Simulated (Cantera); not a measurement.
What does this Cantera script print?

```python
import numpy as np
import cantera as ct

gas_names = """
    C CH CH2 CH3 CH2OH CH3O CH4 CH3OH CN CO CO2 COOH C2 C2H CHCO,ketyl C2H2,acetylene C2H2,vinylidene
    CH2CO,ketene C2H3,vinyl CH3CN CH3CO,acetyl C2H4 C2H4O,ethylen CH3CHO,ethanal CH3COOH (HCOOH)2 C2H5
    C2H6 CH3OCH3 C2H5OH CCN CNC C2N2 C2O C3 C3H3,propargyl C3H4,allene C3H4,propyne C3H4,cyclo-
    C3H5,allyl C3H6,propylene C3H6,cyclo- C3H6O C3H7,n-propyl C3H7,i-propyl C3H8 C3H8O,1propanol
    C3H8O,2propanol C3O2 C4 C4H2 C4H4,1,3-cyclo- C4H6,butadiene C4H6,2-butyne C4H6,cyclo- C4H8,1-butene
    C4H8,cis2-buten C4H8,tr2-butene C4H8,isobutene C4H8,cyclo- (CH3COOH)2 C4H9,n-butyl C4H9,i-butyl
    C4H9,s-butyl C4H9,t-butyl C4H10,isobutane C4H10,n-butane C4N2 C5 C5H6,1,3cyclo- C5H8,cyclo-
    C5H10,1-pentene C5H10,cyclo- C5H11,pentyl C5H11,t-pentyl C5H12,n-pentane C5H12,i-pentane
    CH3C(CH3)2CH3 C6H2 C6H5,phenyl C6H5O,phenoxy C6H6 C6H5OH,phenol C6H10,cyclo- C6H12,1-hexene
    C6H12,cyclo- C6H13,n-hexyl C7H7,benzyl C7H8 C7H8O,cresol C7H14,1-heptene C7H15,n-heptyl
    C7H16,n-heptane C8H8,styrene C8H10,ethylbenz C8H16,1-octene C8H17,n-octyl C8H18,isooctane
    C8H18,n-octane C9H19,n-nonyl C10H8,naphthale C10H21,n-decyl C12H9,o-bipheny C12H10,bipheny H HCN HCO
    HCCN HNC HNCO HNO HNO2 HNO3 HO2 H2 HCHO,formaldehy HCOOH H2O H2O2 N NCO NH NH2 NH3 NH2OH NO NO2 NO3
    N2 N2H2 N2H4 N2O O OH O2 O3
""".split()
cond_names = """
    C(gr) C6H6(L) C7H8(L) C8H18(L),n-octa H2O(s) H2O(L)
""".split()


def load(file, names, dense=False):
    # The tables refer to 1 bar. Condensed volumes are neglected.
    table = {s.name: s for s in ct.Species.list_from_file(file)}
    out = []
    for n in names:
        d = dict(table[n].input_data)
        d["thermo"] = dict(d["thermo"], **{"reference-pressure": 1e5})
        if dense:
            d["equation-of-state"] = {"model": "constant-volume", "density": "1e6 g/cm^3"}
        out.append(ct.Species.from_dict(d))
    return out


gas = ct.Solution(thermo="ideal-gas", species=load("nasa_gas.yaml", gas_names))
cond = {s.name: ct.Solution(thermo="fixed-stoichiometry", species=[s], name=s.name)
        for s in load("nasa_condensed.yaml", cond_names, dense=True)}
atoms = {
    'C3H8': {'C': 3, 'H': 8},
    'H2O': {'H': 2, 'O': 1},
    'N2': {'N': 2},
}
top_T = {'C(gr)': 4500}  # K; cautious upper limits of use, not melting points


def equilibrate(T, P, feed):
    n = {}
    for name, mol in feed.items():
        for a, k in atoms[name].items():
            n[a] = n.get(a, 0.0) + k * mol
    gas.TPX = T, P, n
    mass = sum(n.values()) * gas.mean_molecular_weight
    gas.equilibrate("TP")
    valid = [c for c in cond.values() if c.min_temp <= T <= top_T.get(c.name, c.max_temp)]
    mix = ct.Mixture([(gas, mass / gas.mean_molecular_weight)] + [(c, 0.0) for c in valid])
    mix.T, mix.P = T, P
    mix.equilibrate("TP", solver="vcs", rtol=1e-11, max_steps=5000)
    return mix


results = []
feed = {'C3H8': 1, 'H2O': 0.15, 'N2': 5.3}  # mol
T = 1498  # K
P = 2100000  # Pa
mix = equilibrate(T, P, feed)
results.append((T, P, feed, dict(zip(mix.species_names, mix.species_moles))))
print(gas.report(threshold=1e-05))
for i in range(1, mix.n_phases):
    print(f"{mix.phase(i).name:16s} {mix.phase_moles(i):12.5e} mol")
```

It prints:

```
       temperature   1498 K
          pressure   2.1e+06 Pa
           density   2.8764 kg/m^3
  mean mol. weight   17.06 kg/kmol
   phase of matter   gas

                          1 kg             1 kmol
                     ---------------   ---------------
          enthalpy        2.0779e+06        3.5449e+07  J
   internal energy        1.3478e+06        2.2994e+07  J
           entropy             11575        1.9748e+05  J/K
    Gibbs function       -1.5262e+07       -2.6037e+08  J
 heat capacity c_p              2011             34307  J/K
 heat capacity c_v            1523.6             25993  J/K

                      mass frac. Y      mole frac. X     chem. pot. / RT
                     ---------------   ---------------   ---------------
               CH4         0.0089005         0.0094647           -35.046
                CO           0.02551          0.015537           -36.754
               HCN        0.00079574        0.00050231           -22.176
                H2          0.049249           0.41676            -16.43
               H2O         0.0002502        0.00023694           -50.996
               NH3        0.00026233        0.00026278           -36.418
                N2           0.91498           0.55721           -23.548
     [ +129 minor]        5.4506e-05        3.2861e-05

C(gr)             2.75713e+00 mol
```

Method: chemical equilibrium by Gibbs-energy minimisation in Cantera with the NASA 1993 tables (ideal gas, pure condensed phases).
